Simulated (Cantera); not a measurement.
A closed system holds: 1 mol Fe2O3, 130 mol H2, at 1675 K and 1.70 bar.

Equilibrium computed with Cantera from the NASA thermochemical tables; the gas is ideal and each condensed phase is pure. Candidate condensed phases: Fe, FeO, Fe(OH)2, Fe(OH)3, Fe2O3, Fe3O4, H2O; 12 gas species. Kinetics and transport are ignored.

Base state: H2 0.977, H2O 0.0231, H 8.80e-5 (mole fractions); condensed: Fe(δ).

Task: What changes in the equilibrium state with this change: temperature from 1675 K to 1975 K?

Result: 
```csv
species,before,after
H2,0.977,0.976
H2O,0.0231,0.0231
H,8.80e-5,0.00104
Fe,2.44e-6,0.000161
"Fe(δ), mol",2.00,0
"Fe(l), mol",0,1.98
```
